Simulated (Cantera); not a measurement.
Charge: 1 mol Si, 1.2 mol HF, 4.1 mol H2, 2.8 mol HCl, at 573.15 K and 0.460 bar.

Method: chemical equilibrium by Gibbs-energy minimisation in Cantera with the NASA 1993 tables (ideal gas, pure condensed phases). Candidate condensed phases: Si; 37 gas species. Rates play no part.

Base state: H2 0.858, SiCl4 0.0975, SiF4 0.0422, HCl 0.00113, SiHCl3 0.00105, SiHF3 7.32e-5 (mole fractions); condensed: gas only.

Problem. What changes in the equilibrium state with this change: HCl from 2.8 to 1.1 mol?

Solution. 
| species | before | after |
|---|---|---|
| H2 | 0.858 | 0.893 |
| SiF4 | 0.0422 | 0.0486 |
| SiCl4 | 0.0975 | 0.0303 |
| SiHCl3 | 0.00105 | 0.0225 |
| SiH2F2 | 9.53e-8 | 0.000269 |
| SiH2Cl2 | 5.20e-7 | 0.000765 |
| Si(s), mol | 0 | 0.383 |

Problem. What changes in the equilibrium state with this change: HF from 1.2 to 2.4 mol?

Solution. 
```
species   before    after
-------  -------  -------
H2         0.858    0.735
HCl      0.00113    0.145
SiF4      0.0422   0.0723
SiCl4     0.0975   0.0482
SiHCl3   0.00105  3.47e-6
SiHF3    7.32e-5  6.13e-7
```
